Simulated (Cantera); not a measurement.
An isothermal, constant-pressure homogeneous reactor starts with 49.4 % H2, 30.9 % O2, 19.8 % N2, equivalence ratio 0.80, at 1098 K and 100.0 Torr.

Computed with Cantera and GRI-Mech 3.0 (53 species, 325 reactions). The temperature is held fixed by assumption; the heat of reaction is taken as removed at once.

x: mole fraction; the columns are a selection and need not sum to one.

| t (s) | x H2 | x O2 | x H | x O | x HO2 |
|---|---|---|---|---|---|
| 0.000500 | 0.0420 | 0.105 | 0.0515 | 0.00849 | 4.98e-5 |
| 0.00158 | 0.00369 | 0.0833 | 0.000543 | 0.000377 | 3.25e-5 |
| 0.00500 | … | 0.0821 | … | … | … |
| 0.0158 | 4.66e-5 | 0.0820 | 6.45e-7 | 3.53e-6 | 1.62e-6 |
| 0.0500 | 3.88e-6 | 0.0820 | 3.02e-8 | 5.77e-7 | 2.01e-7 |
| 0.158 | … | 0.0820 | … | … | … |
| 0.500 | 1.16e-7 | 0.0820 | 3.55e-10 | 3.63e-8 | 1.05e-8 |
| 1.58 | 3.38e-8 | 0.0820 | 6.02e-11 | 1.11e-8 | 4.02e-9 |
| 5.00 | 1.25e-8 | 0.0820 | 1.34e-11 | 3.81e-9 | 2.79e-9 |
| 15.8 | 8.18e-9 | 0.0820 | 6.50e-12 | 2.02e-9 | 2.92e-9 |
| 50.0 | 7.92e-9 | 0.0820 | 6.07e-12 | 1.87e-9 | 2.97e-9 |

Problem. Fill in the missing entries.

Solution. 
- 0.00500, x H2: 0.000445
- 0.00500, x H: 1.56e-5
- 0.00500, x O: 3.06e-5
- 0.00500, x HO2: 1.05e-5
- 0.158, x H2: 4.94e-7
- 0.158, x H: 2.57e-9
- 0.158, x O: 1.31e-7
- 0.158, x HO2: 3.79e-8
